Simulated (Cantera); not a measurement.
Charge: 1 mol Ti(NMe2)4, 0.27 mol CH4, 0.53 mol C3H8, equilibrated at 1648 K and 0.00133 bar.

These are equilibrium values from Cantera (NASA tables, ideal gas, pure condensed phases), not measurements of a reactor. Candidate condensed phases: C, C6H6, C7H8, C8H18, Ti, TiC, TiN; 93 gas species. The feed counts by its element totals alone. TiC: taken at fixed stoichiometry. Rates play no part.

Base state: H2 0.877, N2 0.119, H 0.00228, HCN 0.000884, C2H2 (acetylene) 3.92e-5, HNC 2.31e-5 (mole fractions); condensed: C(graphite) + TiC(s).

**Question.** What changes in the equilibrium state with this change: 1.5 mol CO2 added?

**Answer.** 
| species | before | after |
|---|---|---|
| H2 | 0.877 | 0.743 |
| CO | 0 | 0.152 |
| N2 | 0.119 | 0.101 |
| C2H2 (acetylene) | 3.92e-5 | 3.33e-5 |
| HNC | 2.31e-5 | 1.96e-5 |
| HCN | 0.000884 | 0.000749 |
| H | 0.00228 | 0.00210 |
| C(graphite), mol | 8.84 | 7.34 |
| TiC(s), mol | 1.00 | 1.00 |
Further candidate phases: H2O, TiO, TiO2, Ti2O3, Ti3O5, Ti4O7.
